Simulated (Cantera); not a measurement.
A Cantera script and what it prints.

```python
import numpy as np
import cantera as ct

gas_names = [...]  # 113 gases of nasa_gas.yaml made of C, Cu, H, O
cond_names = """
    C(gr) C6H6(L) C7H8(L) C8H18(L),n-octa Cu(cr) Cu(L) CuO(s) CuO2H2(s) Cu2O(s) Cu2O(L) H2O(s) H2O(L)
""".split()


# ... load() reads the species with a 1 bar reference pressure and builds the phases ...
atoms = {
    'CuO': {'Cu': 1, 'O': 1},
    'CH4': {'C': 1, 'H': 4},
    'CO': {'C': 1, 'O': 1},
}
top_T = {'C(gr)': 4500, 'CuO(s)': 1390}  # K; cautious upper limits of use, not melting points


# ... equilibrate(T, P, feed) seeds the gas with the atoms and calls Mixture.equilibrate('TP', solver="vcs", rtol=1e-11, max_steps=5000) ...
results = []
feed = {'CuO': 1, 'CH4': 1.1, 'CO': 0.13}  # mol
T = 2300  # K
for P in [10, 52, 270, 1400, 7200, 37000, 190000, 1000000]:
    mix = equilibrate(T, P, feed)
    results.append((T, P, feed, dict(zip(mix.species_names, mix.species_moles))))

top = {s: max(r[3][s] / sum(r[3][g] for g in gas_names) for r in results) for s in gas_names}
cols = sorted((s for s in top if top[s] > 1e-06), key=lambda s: -top[s])[:8]
seen = [c for c in cond_names if any(r[3].get(c, 0) > 1e-12 for r in results)]
print("log10 of partial pressures in bar; condensed amounts in mol")
print(f"{'P/Pa':>10s}" + "".join(f"{s[:9]:>10s}" for s in cols + seen))
for T, P, feed, n in results:
    ng = sum(n[g] for g in gas_names)
    print(f"{P:10.4g}" + "".join(f"{np.log10(max(n[s] / ng * P / 1e5, 1e-99)):10.3f}" for s in cols)
          + "".join(f"{n.get(c, 0):10.4g}" for c in seen))
```

Result:

```
log10 of partial pressures in bar; condensed amounts in mol
      P/Pa        H2         H        CO        Cu C2H2,acet       Cu2       CH4        C3     C(gr)     Cu(L)
        10    -4.723    -4.375    -4.686    -4.739    -7.087   -10.166   -13.114    -7.777   0.08669         0
        52    -3.773    -3.901    -3.923    -3.976    -6.137    -8.640   -11.215    -7.777   0.08508         0
       270    -2.950    -3.489    -3.179    -3.232    -5.314    -7.151    -9.569    -7.777   0.08306         0
      1400    -2.187    -3.108    -2.449    -2.503    -4.552    -5.693    -8.044    -7.777   0.08194         0
      7200    -1.455    -2.742    -1.731    -1.787    -3.819    -4.262    -6.579    -7.777   0.08139         0
   3.7e+04    -0.682    -2.355    -0.965    -1.318    -3.047    -3.324    -5.034    -7.777   0.08104    0.4889
   1.9e+05     0.082    -1.973    -0.203    -1.318    -2.282    -3.324    -3.505    -7.777   0.08044    0.9116
     1e+06     0.814    -1.607     0.528    -1.318    -1.551    -3.324    -2.042    -7.777   0.07794    0.9836
```

These are equilibrium values from Cantera (NASA tables, ideal gas, pure condensed phases), not measurements of a reactor.
